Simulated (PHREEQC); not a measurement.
# Arsenic or selenium liquor

Dissolve 0.051 mmol/kgw Na2SeO4 and 42 mmol/kgw NaOH at 25 °C. It is in equilibrium with CO2 at log p = -3.4 (atm). Otherwise closed; pH follows from the charge balance.

All values are PHREEQC results (ion-association model, wateq4f.dat), not measurements.

Precipitation was switched off in this run.

Task: What pH does the model give?

Result: pH 9.52.

Task: In which forms is Na present?

Result: Na+ 94 %, NaCO3- 5.4 %, NaHCO3 0.9 % of the Na.

Species that the database lacks are ignored.
